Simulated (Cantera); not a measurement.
A perfectly stirred reactor is fed with H₂ : O₂ : N₂ = 1 : 1.16 : 4.37 (molar parts), at 7500 Torr; it is adiabatic with a 350 K inlet, and is followed from long to short residence time, starting on the burning branch (τ in s: 0.2, 0.074, 0.028, 0.011, 0.004, 0.0015, 0.00057, 0.00022, 8.2e-05, 3.1e-05).

Detailed kinetics in Cantera: the H2/O2 subset of GRI-Mech 3.0, which has no nitrogen chemistry. The hydrogen kinetics of GRI-Mech 3.0 are dated; newer H2 mechanisms differ, most at raised pressure.

**Question.** What does this change do: inlet temperature 350 to 625 K?

**Answer.** 
| quantity | before | after |
|---|---|---|
| blow-out, bracketed by the residence times tried | burning at 0.220 ms, out at 82.0 µs | burning at 31.0 µs, the shortest tried |
| x(H₂) at τ = 0.200 s | 2.59e-5 | 1.38e-5 |
| x(O₂) at τ = 0.200 s | 0.109 | 0.109 |
| x(H₂O) at τ = 0.200 s | 0.166 | 0.166 |
| x(HO₂) at τ = 0.200 s | 1.61e-6 | 1.61e-6 |
| x(O) at τ = 0.200 s | 2.12e-6 | 1.16e-5 |
| x(H₂) at τ = 1.50 ms | 0.00118 | 0.000348 |
| x(O₂) at τ = 1.50 ms | 0.110 | 0.109 |
| x(H₂O) at τ = 1.50 ms | 0.164 | 0.165 |
| x(HO₂) at τ = 1.50 ms | 5.73e-5 | 1.38e-5 |
| x(O) at τ = 1.50 ms | 4.04e-5 | 0.000102 |

**Question.** What does this change do: inlet temperature 350 to 375 K?

**Answer.** 
| quantity | before | after |
|---|---|---|
| blow-out, bracketed by the residence times tried | burning at 0.220 ms, out at 82.0 µs | burning at 82.0 µs, out at 31.0 µs |
| x(H₂) at τ = 0.200 s | 2.59e-5 | 2.29e-5 |
| x(O₂) at τ = 0.200 s | 0.109 | 0.109 |
| x(H₂O) at τ = 0.200 s | 0.166 | 0.166 |
| x(HO₂) at τ = 0.200 s | 1.61e-6 | 1.46e-6 |
| x(O) at τ = 0.200 s | 2.12e-6 | 2.48e-6 |
| x(H₂) at τ = 1.50 ms | 0.00118 | 0.000952 |
| x(O₂) at τ = 1.50 ms | 0.110 | 0.110 |
| x(H₂O) at τ = 1.50 ms | 0.164 | 0.165 |
| x(HO₂) at τ = 1.50 ms | 5.73e-5 | 4.68e-5 |
| x(O) at τ = 1.50 ms | 4.04e-5 | 4.54e-5 |
